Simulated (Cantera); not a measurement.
A Cantera script and what it prints.

```python
import numpy as np
import cantera as ct

gas_names = """
    Cr CrO CrO2 CrO3 H HO2 H2 H2O H2O2 O OH O2 O3
""".split()
cond_names = """
    Cr(cr) Cr(L) Cr2O3(s) Cr2O3(L) H2O(s) H2O(L)
""".split()


def load(file, names, dense=False):
    # The tables refer to 1 bar. Condensed volumes are neglected.
    table = {s.name: s for s in ct.Species.list_from_file(file)}
    out = []
    for n in names:
        d = dict(table[n].input_data)
        d["thermo"] = dict(d["thermo"], **{"reference-pressure": 1e5})
        if dense:
            d["equation-of-state"] = {"model": "constant-volume", "density": "1e6 g/cm^3"}
        out.append(ct.Species.from_dict(d))
    return out


gas = ct.Solution(thermo="ideal-gas", species=load("nasa_gas.yaml", gas_names))
cond = {s.name: ct.Solution(thermo="fixed-stoichiometry", species=[s], name=s.name)
        for s in load("nasa_condensed.yaml", cond_names, dense=True)}
atoms = {
    'Cr2O3': {'Cr': 2, 'O': 3},
    'H2': {'H': 2},
}
top_T = {}  # K; cautious upper limits of use, not melting points


def equilibrate(T, P, feed):
    n = {}
    for name, mol in feed.items():
        for a, k in atoms[name].items():
            n[a] = n.get(a, 0.0) + k * mol
    gas.TPX = T, P, n
    mass = sum(n.values()) * gas.mean_molecular_weight
    gas.equilibrate("TP")
    valid = [c for c in cond.values() if c.min_temp <= T <= top_T.get(c.name, c.max_temp)]
    mix = ct.Mixture([(gas, mass / gas.mean_molecular_weight)] + [(c, 0.0) for c in valid])
    mix.T, mix.P = T, P
    mix.equilibrate("TP", solver="vcs", rtol=1e-11, max_steps=5000)
    return mix


results = []
feed = {'Cr2O3': 1, 'H2': 380}  # mol
P = 13332.2  # Pa
for T in [1023, 1123, 1223, 1323, 1423, 1523, 1623, 1723, 1823, 1923, 2023]:
    mix = equilibrate(T, P, feed)
    results.append((T, P, feed, dict(zip(mix.species_names, mix.species_moles))))

top = {s: max(r[3][s] / sum(r[3][g] for g in gas_names) for r in results) for s in gas_names}
cols = sorted((s for s in top if top[s] > 0.001), key=lambda s: -top[s])[:7]
seen = [c for c in cond_names if any(r[3].get(c, 0) > 1e-12 for r in results)]
print("log10 of partial pressures in bar; condensed amounts in mol")
print(f"{'T/K':>10s}" + "".join(f"{s[:9]:>10s}" for s in cols + seen))
for T, P, feed, n in results:
    ng = sum(n[g] for g in gas_names)
    print(f"{T:10.4g}" + "".join(f"{np.log10(max(n[s] / ng * P / 1e5, 1e-99)):10.3f}" for s in cols)
          + "".join(f"{n.get(c, 0):10.4g}" for c in seen))
```

Output:

```
log10 of partial pressures in bar; condensed amounts in mol
       T/K        H2       H2O        Cr         H    Cr(cr)  Cr2O3(s)
      1023    -0.875    -5.810   -12.572    -8.821  0.002941    0.9985
      1123    -0.875    -5.237   -10.791    -7.808     0.011    0.9945
      1223    -0.875    -4.761    -9.307    -6.959   0.03292    0.9835
      1323    -0.875    -4.359    -8.051    -6.237   0.08306    0.9585
      1423    -0.875    -4.015    -6.977    -5.615    0.1832    0.9082
      1523    -0.876    -3.717    -6.048    -5.074    0.3619    0.8178
      1623    -0.876    -3.456    -5.237    -4.599    0.6479    0.6678
      1723    -0.877    -3.226    -4.525    -4.178     1.043    0.4356
      1823    -0.879    -3.022    -3.894    -3.803     1.444   0.09536
      1923    -0.881    -2.981    -3.333    -3.467     0.663         0
      2023    -0.883    -2.983    -3.160    -3.163         0         0
```

Method: chemical equilibrium by Gibbs-energy minimisation in Cantera with the NASA 1993 tables (ideal gas, pure condensed phases). Mutual solubility and eutectic melting of coexisting phases are not modelled.
